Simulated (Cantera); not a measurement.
**Moist CO burnout**

A perfectly stirred reactor is fed with 0.938 % CO, 0.326 % O2, 0.0326 % H2O, 98.7 % N2, at 10.0 bar; it is held at 1298 K, and followed from long to short residence time.

Model: GRI-Mech 3.0 (53 species, 325 reactions), integrated in Cantera.

```json
[
 {"τ (s)": "2.8", "x CO": "0.00282", "x O2": "5.80e-6", "x H2O": "0.000267", "x H2": "5.71e-5", "x N2O": "4.39e-8", "x H2O2": "1.70e-11", "x NO": "2.56e-7"},
 {"τ (s)": "1.4", "x CO": "0.00283", "x O2": "8.73e-6", "x H2O": "0.000269", "x H2": "5.44e-5", "x N2O": "6.77e-8", "x H2O2": "3.30e-11", "x NO": "3.53e-7"},
 {"τ (s)": "0.65", "x CO": "0.00285", "x O2": "1.41e-5", "x H2O": "0.000272", "x H2": "5.02e-5", "x N2O": "1.12e-7", "x H2O2": "6.98e-11", "x NO": "5.05e-7"},
 {"τ (s)": "0.31", "x CO": "0.00287", "x O2": "2.37e-5", "x H2O": "0.000277", "x H2": "4.46e-5", "x N2O": "1.88e-7", "x H2O2": "1.46e-10", "x NO": "7.10e-7"},
 {"τ (s)": "0.15", "x CO": "0.00292", "x O2": "4.35e-5", "x H2O": "0.000283", "x H2": "3.74e-5", "x N2O": "3.38e-7", "x H2O2": "3.08e-10", "x NO": "9.70e-7"},
 {"τ (s)": "0.071", "x CO": "0.00306", "x O2": "0.000105", "x H2O": "0.000293", "x H2": "2.75e-5", "x N2O": "7.49e-7", "x H2O2": "7.36e-10", "x NO": "1.22e-6"},
 {"τ (s)": "0.034", "x CO": "0.00403", "x O2": "0.000580", "x H2O": "0.000308", "x H2": "1.53e-5", "x N2O": "2.39e-6", "x H2O2": "4.23e-9", "x NO": "9.65e-7"},
 {"τ (s)": "0.016", "x CO": "0.00597", "x O2": "0.00155", "x H2O": "0.000313", "x H2": "1.13e-5", "x N2O": "2.74e-6", "x H2O2": "1.14e-8", "x NO": "3.91e-7"},
 {"τ (s)": "0.0078", "x CO": "0.00746", "x O2": "0.00230", "x H2O": "0.000314", "x H2": "9.45e-6", "x N2O": "1.97e-6", "x H2O2": "1.55e-8", "x NO": "1.28e-7"}
]
```
x: mole fraction; the columns are a selection and need not sum to one.
